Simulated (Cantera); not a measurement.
Charge: 1 mol SiHCl3, 3.1 mol N2, 26 mol NH3, equilibrated at 0.683 Torr.

These are equilibrium values from Cantera (NASA tables, ideal gas, pure condensed phases), not measurements of a reactor. Candidate condensed phases: NH4Cl, Si, Si3N4; 28 gas species. Gases not in the tables: Si2H6 and higher silanes. Equilibrium is a limit: real reactors are often held back by kinetics, nucleation or transport.

Q: What share of the Si ends up in condensed phases as a function of T (°C), at 675, 775, 875, 975, 1075, 1175, 1275, 1375, 1475?

A: 
| T (°C) | Si condensed (%) | as |
|---|---|---|
| 675 | 100.0 | Si3N4(s) |
| 775 | 100.0 | Si3N4(s) |
| 875 | 100.0 | Si3N4(s) |
| 975 | 99.6 | Si3N4(s) |
| 1075 | 97.7 | Si3N4(s) |
| 1175 | 89.7 | Si3N4(s) |
| 1275 | 69.6 | Si3N4(s) |
| 1375 | 55.2 | Si(s) |
| 1475 | 47.9 | Si(l) |
